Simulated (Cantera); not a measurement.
Charge: 1 mol SiH4, 0.084 mol C2H2, 20 mol H2, equilibrated at 2.00 mbar.

Equilibrium computed with Cantera from the NASA thermochemical tables; the gas is ideal and each condensed phase is pure. Candidate condensed phases: C, C6H6, C7H8, C8H18, Si, SiC; 87 gas species. Mutual solubility and eutectic melting of coexisting phases are not modelled. Gases not in the tables: Si2H6 and higher silanes. The numbers say what is thermodynamically allowed, not how fast it happens.

log p: log10 of the partial pressure in bar; n: condensed amount in mol.

| T (°C) | log p H2 | log p H | log p Si | log p SiH | log p SiH2 | log p Si2C | n Si(s) | n SiC(s) | n Si(l) |
|---|---|---|---|---|---|---|---|---|---|
| 1102 | -2.70 | -6.81 | -9.39 | -9.99 | -9.29 | -12.67 | 0.832 | 0.168 | 0 |
| 1152 | -2.70 | -6.52 | -8.79 | -9.49 | -8.97 | -11.88 | 0.832 | 0.168 | 0 |
| 1202 | -2.70 | -6.24 | -8.24 | -9.04 | -8.67 | -11.14 | 0.832 | 0.168 | 0 |
| 1252 | -2.70 | ? | ? | ? | ? | ? | 0.832 | 0.168 | 0 |
| 1302 | -2.70 | -5.73 | -7.24 | -8.21 | -8.12 | -9.81 | 0.831 | 0.168 | 0 |
| 1352 | -2.70 | ? | ? | ? | ? | ? | 0.830 | 0.168 | 0 |
| 1402 | -2.70 | -5.29 | -6.36 | -7.49 | -7.65 | -8.65 | 0.827 | 0.168 | 0 |
| 1452 | -2.70 | -5.08 | -5.99 | -7.19 | -7.46 | -8.15 | 0 | 0.168 | 0.819 |
| 1502 | -2.70 | -4.89 | -5.66 | -6.92 | -7.30 | -7.69 | 0 | 0.168 | 0.805 |
| 1552 | -2.70 | -4.71 | -5.34 | -6.67 | -7.15 | -7.26 | 0 | 0.167 | 0.777 |

Question: Fill in the missing entries.

Answer: 
- 1352, log p H: -5.50
- 1352, log p Si: -6.79
- 1352, log p SiH: -7.84
- 1352, log p SiH2: -7.88
- 1352, log p Si2C: -9.21
- 1252, log p H: -5.98
- 1252, log p Si: -7.72
- 1252, log p SiH: -8.61
- 1252, log p SiH2: -8.39
- 1252, log p Si2C: -10.46
